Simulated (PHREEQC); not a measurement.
Copper plating or etch bath

Dissolve 0.11 mol CuCl2, 0.00091 mol HBF4 and 0.00034 mol Na2SO4 per kg of water at 25 °C and 50 atm. Closed to the air; pH follows from the charge balance.

Model: ion-association model, phreeqc.dat, run in PHREEQC.

```
Property                 Result
----------------  -------------
pH                         2.86
ionic strength    0.300 mol/kgw
density             1.013 g/cm³
total alkalinity   -3.64 meq/kg
```

```json
[
 {"species": "Cl-", "molality": "0.204", "activity": "0.140", "log γ": "-0.163"},
 {"species": "Cu+2", "molality": "0.0939", "activity": "0.0273", "log γ": "-0.536"},
 {"species": "CuCl+", "molality": "0.0147", "activity": "0.0101", "log γ": "-0.162"},
 {"species": "H+", "molality": "0.00175", "activity": "0.00137", "log γ": "-0.106"},
 {"species": "HF", "molality": "0.00136", "activity": "0.00146", "log γ": "0.030"},
 {"species": "F-", "molality": "0.00108", "activity": "0.000727", "log γ": "-0.171"},
 {"species": "H3BO3", "molality": "0.000703", "activity": "0.000753", "log γ": "0.030"},
 {"species": "CuCl2", "molality": "0.000696", "activity": "0.000745", "log γ": "0.030"},
 {"species": "Na+", "molality": "0.000680", "activity": "0.000497", "log γ": "-0.136"}
]
```

No solid was allowed to form. Complexes and solids missing from the database can't appear. Under pressure, the constants of complexes without a molar volume in the database are unreliable. Real BF4- forms and hydrolyses slowly; the run takes it at equilibrium.
